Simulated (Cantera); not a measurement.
Cantera run, input and output.

```python
import numpy as np
import cantera as ct

gas = ct.Solution("gri30.yaml")
gas.TPX = 1050, 100000, {'CH4': 1, 'CO': 0.063, 'O2': 1.35, 'N2': 5.09}
reactor = ct.IdealGasReactor(gas, energy="on", clone=False)
net = ct.ReactorNet([reactor])
net.rtol, net.atol = 1e-08, 1e-16
show = ['CH4', 'CO', 'O2', 'CH2', 'H2O', 'CH3']
times = np.geomspace(6e-06, 3, 14)

steps = ct.SolutionArray(gas, extra=["t"])
rows = []
print(f"{'t/s':>10s}{'T/K':>9s}{'P/Pa':>11s}" + "".join(f"{s:>11s}" for s in show))
for t in times:
    while net.time < t:
        t_next = net.step()
        steps.append(gas.state, t=t_next)
    rows.append([np.interp(t, steps.t, y) for y in (steps.T, steps.P, *steps(*show).X.T)])
    print(f"{t:10.3e}{rows[-1][0]:9.1f}{rows[-1][1]:11.4g}" + "".join(f"{x:11.3e}" for x in rows[-1][2:]))
rate = np.gradient(steps.T, steps.t)
print("integrator steps:", len(steps.t))
if steps.T.max() > steps.T[0] + 200:
    print(f"time of steepest temperature rise: {steps.t[rate.argmax()]:.4e} s")
gas.TPX = 1050, 100000, {'CH4': 1, 'CO': 0.063, 'O2': 1.35, 'N2': 5.09}
gas.equilibrate("UV")
print(f"equilibrium (UV): T = {gas.T:.1f} K  " + "  ".join(f"{s} {gas[s].X[0]:.3e}" for s in show))
```

Output:

```
       t/s      T/K       P/Pa        CH4         CO         O2        CH2        H2O        CH3
 6.000e-06   1050.0      1e+05  1.333e-01  8.397e-03  1.799e-01  6.999e-21  2.178e-11  3.012e-10
 1.646e-05   1050.0      1e+05  1.333e-01  8.397e-03  1.799e-01  2.203e-20  7.524e-11  8.517e-10
 4.518e-05   1050.0      1e+05  1.333e-01  8.397e-03  1.799e-01  7.597e-20  2.360e-10  2.373e-09
 1.240e-04   1050.0      1e+05  1.333e-01  8.397e-03  1.799e-01  3.267e-19  7.852e-10  6.627e-09
 3.402e-04   1050.0      1e+05  1.333e-01  8.397e-03  1.799e-01  1.863e-18  3.126e-09  1.890e-08
 9.334e-04   1050.0      1e+05  1.333e-01  8.397e-03  1.799e-01  1.453e-17  1.662e-08  5.717e-08
 2.561e-03   1050.0      1e+05  1.333e-01  8.397e-03  1.799e-01  1.587e-16  1.201e-07  1.954e-07
 7.028e-03   1050.0      1e+05  1.333e-01  8.397e-03  1.799e-01  1.816e-15  1.038e-06  6.802e-07
 1.928e-02   1050.0      1e+05  1.333e-01  8.396e-03  1.799e-01  4.859e-15  6.366e-06  1.122e-06
 5.292e-02   1050.2      1e+05  1.332e-01  8.396e-03  1.799e-01  6.806e-15  2.522e-05  1.289e-06
 1.452e-01   1050.9  1.001e+05  1.331e-01  8.399e-03  1.798e-01  1.499e-14  1.052e-04  1.760e-06
 3.984e-01   1057.0  1.007e+05  1.323e-01  8.534e-03  1.792e-01  1.266e-13  8.098e-04  3.815e-06
 1.093e+00   2734.2  2.859e+05  2.191e-12  9.617e-02  5.406e-04  1.452e-12  1.641e-01  5.359e-12
 3.000e+00   2734.2  2.859e+05  2.191e-12  9.617e-02  5.406e-04  1.452e-12  1.641e-01  5.359e-12
integrator steps: 2681
time of steepest temperature rise: 6.3876e-01 s
equilibrium (UV): T = 2734.2 K  CH4 2.531e-12  CO 9.617e-02  O2 5.406e-04  CH2 1.550e-12  H2O 1.641e-01  CH3 6.191e-12
```

Computed with Cantera and GRI-Mech 3.0 (53 species, 325 reactions).
